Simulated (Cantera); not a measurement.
A closed system holds: 1 mol Si, 2.6 mol NF3, 1 mol H2, at 5.40 Torr.

Equilibrium computed with Cantera from the NASA thermochemical tables; the gas is ideal and each condensed phase is pure. Candidate condensed phases: Si, Si3N4; 37 gas species. The numbers say what is thermodynamically allowed, not how fast it happens. All values below are at 798 K.

Base state: HF 0.379, N2 0.244, SiF4 0.190, F2 0.146, F 0.0363, NF3 0.00424 (mole fractions); condensed: gas only.

Task: What changes in the equilibrium state with this change: NF3 from 2.6 to 5.2 mol?

Result: 
```json
[
 {"species": "F2", "before": "0.146", "after": "0.398"},
 {"species": "N2", "before": "0.244", "after": "0.238"},
 {"species": "HF", "before": "0.379", "after": "0.190"},
 {"species": "SiF4", "before": "0.190", "after": "0.0951"},
 {"species": "NF3", "before": "0.00424", "after": "0.0188"},
 {"species": "F", "before": "0.0363", "after": "0.0600"}
]
```
